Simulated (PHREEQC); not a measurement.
A solution holds 0.16 mol KH2PO4 per kg of water, at 87 °C. It is in equilibrium with CO2 at log p = -3.4 (atm). Otherwise closed; pH follows from the charge balance.

Model: ion-association model, phreeqc.dat, run in PHREEQC.

No solid was allowed to form.

Predict the pH, density, specific conductance.

pH 4.46; density 0.982 g/cm³; specific conductance 36100 µS/cm.

In which forms is C present?

CO2 98 %, HCO3- 1.7 % of the C.

Complexes and solids missing from the database can't appear. Constants without temperature data keep their 25 °C values here.
